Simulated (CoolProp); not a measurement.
Vapour-liquid equilibrium of propane (1) + isohexane (2) at -38.45 °C; x and y are mole fractions of (1).

Model: multi-fluid Helmholtz-energy mixture model, Lemmon 2009 and Lemmon 2006; pair parameters Bell 2016, in CoolProp.

Problem. Give the bubble pressure and the first vapour's composition at x = 0.15, 0.35, 0.95. Is there an azeotrope?

Solution. x = 0.15: 20.15 kPa, y = 0.963; x = 0.35: 44.36 kPa, y = 0.987; x = 0.95: 112.7 kPa, y = 0.999. No azeotrope shows between x = 0.05 and 0.95.

The pair parameters rest on a limited set of measurements; away from them the model extrapolates.
